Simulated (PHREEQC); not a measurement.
Solution (75 °C): 1.1 mmol/kgw MgCl2. Closed to the air; pH follows from the charge balance.

Equilibrium calculation in PHREEQC: Pitzer model, pitzer.dat.

```yaml
ionic_strength: 0.00330 mol/kgw
specific_conductance: 627 µS/cm
osmotic_coefficient: 0.956
```

```json
[
 {"species": "Cl-", "molality": "0.00220", "activity": "0.00205", "log γ": "-0.030"},
 {"species": "Mg+2", "molality": "0.00110", "activity": "0.000838", "log γ": "-0.118"},
 {"species": "H+", "molality": "5.48e-7", "activity": "5.10e-7", "log γ": "-0.031"},
 {"species": "OH-", "molality": "4.33e-7", "activity": "4.02e-7", "log γ": "-0.032"},
 {"species": "MgOH+", "molality": "1.14e-7", "activity": "1.07e-7", "log γ": "-0.029"}
]
```

No solid was allowed to form. Constants without temperature data keep their 25 °C values here.
